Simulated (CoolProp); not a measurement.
Computed with CoolProp (reference Helmholtz-energy equation of state, de Reuck 1993).

Task: For methanol, give the phase and the cv (kJ/(kg K)) at 620 K and 5.13 bar; 620 K and 10.3 bar; 620 K and 25.7 bar.

Result: 
- 620 K and 5.13 bar: gas; cv 1.91
- 620 K and 10.3 bar: gas; cv 1.95
- 620 K and 25.7 bar: gas; cv 2.07
